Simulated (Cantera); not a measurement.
## Equilibrium for carbothermic reduction: CuO + CO + N₂

Feed: 1 mol CuO, a varied amount of CO, 0.61 mol N₂, at 2400 °C and 0.130 bar.

Method: chemical equilibrium by Gibbs-energy minimisation in Cantera with the NASA 1993 tables (ideal gas, pure condensed phases). Candidate condensed phases: C, Cu, CuO, Cu₂O; 27 gas species. Kinetics and transport are ignored.

From 1.6 mol CO to 17 mol CO nothing is condensed. The main Cu-bearing gas is Cu throughout.

```json
[
 {"n(CO) (mol)": "1.6", "x CO": "0.268", "x Cu": "0.293", "x CO₂": "0.204", "x N₂": "0.177", "x O₂": "0.0337", "x O": "0.0164"},
 {"n(CO) (mol)": "1.9", "x CO": "0.315", "x Cu": "0.271", "x CO₂": "0.205", "x N₂": "0.164", "x O₂": "0.0245", "x O": "0.0140"},
 {"n(CO) (mol)": "2.4", "x CO": "0.385", "x Cu": "0.241", "x CO₂": "0.197", "x N₂": "0.146", "x O₂": "0.0152", "x O": "0.0110"},
 {"n(CO) (mol)": "2.9", "x CO": "0.445", "x Cu": "0.216", "x CO₂": "0.185", "x N₂": "0.131", "x O₂": "0.0100", "x O": "0.00893"},
 {"n(CO) (mol)": "3.5", "x CO": "0.505", "x Cu": "0.192", "x CO₂": "0.170", "x N₂": "0.117", "x O₂": "0.00656", "x O": "0.00723"},
 {"n(CO) (mol)": "4.3", "x CO": "0.568", "x Cu": "0.167", "x CO₂": "0.152", "x N₂": "0.101", "x O₂": "0.00412", "x O": "0.00573"},
 {"n(CO) (mol)": "5.2", "x CO": "0.623", "x Cu": "0.145", "x CO₂": "0.134", "x N₂": "0.0883", "x O₂": "0.00269", "x O": "0.00463"},
 {"n(CO) (mol)": "6.3", "x CO": "0.674", "x Cu": "0.125", "x CO₂": "0.117", "x N₂": "0.0762", "x O₂": "0.00176", "x O": "0.00374"},
 {"n(CO) (mol)": "7.7", "x CO": "0.722", "x Cu": "0.107", "x CO₂": "0.101", "x N₂": "0.0649", "x O₂": "0.00113", "x O": "0.00300"},
 {"n(CO) (mol)": "9.4", "x CO": "0.765", "x Cu": "0.0904", "x CO₂": "0.0861", "x N₂": "0.0550", "x O₂": "0.000734", "x O": "0.00242"},
 {"n(CO) (mol)": "12", "x CO": "0.809", "x Cu": "0.0732", "x CO₂": "0.0702", "x N₂": "0.0445", "x O₂": "0.000435", "x O": "0.00186"},
 {"n(CO) (mol)": "14", "x CO": "0.834", "x Cu": "0.0639", "x CO₂": "0.0614", "x N₂": "0.0389", "x O₂": "0.000314", "x O": "0.00158"},
 {"n(CO) (mol)": "17", "x CO": "0.860", "x Cu": "0.0536", "x CO₂": "0.0517", "x N₂": "0.0326", "x O₂": "0.000209", "x O": "0.00129"}
]
```
x: gas mole fraction; nothing condenses.
